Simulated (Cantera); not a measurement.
Feed: 1 mol SiCl₄, 2.2 mol HCl, 1200 mol H₂, at 14.0 mbar.

Cantera equilibrium calculation (NASA polynomials, part measured and part estimated; ideal gas, pure solids and liquids). Candidate condensed phases: Si; 19 gas species. Gases not in the tables: Si₂H₆ and higher silanes. Rates play no part.

Q: What share of the Si ends up in condensed phases as a function of T (K), at 1473, 1573, 1673, 1773, 1873, 1973, 2073, 2173, 2273, 2373, 2473?

A: 
```
T (K)  Si condensed (%)     as
-----  ----------------  -----
1473               90.3  Si(s)
1573               88.7  Si(s)
1673               83.2  Si(s)
1773               65.0  Si(l)
1873                0.0      -
1973                0.0      -
2073                0.0      -
2173                0.0      -
2273                0.0      -
2373                0.0      -
2473                0.0      -
```
